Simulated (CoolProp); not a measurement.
The numbers come from the reference Helmholtz-energy equation of state, Lemmon 2013 in CoolProp.

Question: Give the vapour pressure (MPa), liquid density (kg/m³), liquid viscosity (µPa s) of saturated propylene at 8.35, 18.95 °C.

Answer: 
| T (°C) | p (MPa) | liquid density (kg/m³) | liquid viscosity (µPa s) |
|---|---|---|---|
| 8.35 | 0.744 | 533 | 111 |
| 18.95 | 0.990 | 517 | 101 |

Viscosity comes from a separate model (Huber 2003), an estimate that may be off by 10 % or more.
